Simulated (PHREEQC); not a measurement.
Solution (25 °C): 7.2 mmol/kgw FeCl2. It is in equilibrium with CO2 at log p = -3.5 (atm). Otherwise closed; pH follows from the charge balance.

Model: ion-association model, phreeqc.dat, run in PHREEQC.

Each row changes one thing in this solution. This is a speciation only: nothing precipitates in the calculation.

```tsv
case	pH	HCO3- (mol/kgw)	CO3-2 (mol/kgw)
as made	5.54	1.91e-6	4.68e-11
FeCl2 from 0.0072 to 0.00648 mol/kgw	5.55	1.93e-6	4.74e-11
diluted 5-fold with water	5.62	2.15e-6	5.19e-11
diluted 100-fold with water	5.66	2.21e-6	4.95e-11
FeCl2 replaced by NaCl at the same molality	5.66	2.37e-6	6.55e-11
0.00085 mol/kgw CaCl2 added	5.54	1.92e-6	4.82e-11
FeCl2 from 0.0072 to 0.072 mol/kgw	5.31	1.31e-6	3.06e-11
FeCl2 from 0.0072 to 0.00072 mol/kgw	5.64	2.19e-6	5.20e-11
```
